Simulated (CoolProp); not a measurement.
The fluid at 433.97 K and 1.35 MPa is compressed adiabatically to 4.37 MPa with isentropic efficiency 0.8. The same conditions are run with several fluids, on thermodynamics alone (safety and materials aside).

Values from CoolProp's reference Helmholtz-energy equation of state of each fluid (methanol: de Reuck 1993; dry air: Lemmon 2000; oxygen: Schmidt 1985; n-butane: Bücker 2006). Blends and air are pseudo-pure fits.

```tsv
fluid	work (kJ/kg)	final temperature (K)	final phase	final density (kg/m³)
methanol	…	527.8	gas	…
dry air	219	…	supercritical	…
oxygen	…	633.1	gas	…
n-butane	76.4	…	supercritical	…
```

Question: Complete the blanks.

Answer: 
- methanol, work (kJ/kg): 149
- methanol, final density (kg/m³): 39.3
- dry air, final temperature (K): 643.4
- dry air, final density (kg/m³): 23.3
- oxygen, work (kJ/kg): 196
- oxygen, final density (kg/m³): 26.3
- n-butane, final temperature (K): 486.9
- n-butane, final density (kg/m³): 88.2

Above 300 K oxygen's equation is extrapolated.
